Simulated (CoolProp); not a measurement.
The fluid at 293.15 K and 7.13 MPa flows at 1.5 m/s in a round tube of 10 mm bore and 1.5 µm roughness, fully developed (64/Re and Nu = 3.66 if laminar; Colebrook and Gnielinski if turbulent). The same conditions are run with several fluids, on thermodynamics alone (safety and materials aside).

Model: reference Helmholtz-energy equation of state of each fluid (R152A: Outcalt 1996; n-octane: Beckmüller 2019; m-xylene: Zhou 2012; R142b: Lemmon 2006; water: Wagner 2002), in CoolProp.

```
fluid     Reynolds number  Darcy friction factor  pressure drop (Pa/m)  heat-transfer coefficient (W/(m² K))  mass flow (kg/h)
--------  ---------------  ---------------------  --------------------  ------------------------------------  ----------------
R152A               73900                 0.0198                  2080                                  3490               396
n-octane            18200                 0.0268                  2140                                  2020               300
m-xylene            20000                 0.0262                  2560                                  2110               369
R142b               64700                 0.0203                  2620                                  2820               486
water               15000                 0.0281                  3160                                  6880               425
```

Transport values come from each fluid's own correlations; those of R152A, R142b are estimates that may be off by 10 % or more.
